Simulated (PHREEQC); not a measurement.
0.5 mol of Basaluminite (Al4(OH)10SO4) is brought to equilibrium with 1 kg of water, with rising amounts of Ni(NO3)2, at 25 °C. Oxygen is held at 0.21 atm. CO2 from the air is kept out. Only these solids could form: Basaluminite, Gibbsite, Ni(OH)2, Ni4(OH)6SO4, Morenosite.

All values are PHREEQC results (ion-association model, wateq4f.dat), not measurements.

Q: Predict dissolved Al (mol/kgw) at Ni(NO3)2 added (mol) = 0.0417, 0.05, 0.0833.

A: 
```
Ni(NO3)2 added (mol)  dissolved Al (mol/kgw)
--------------------  ----------------------
0.0417                                0.0327
0.05                                  0.0341
0.0833                                0.0389
```
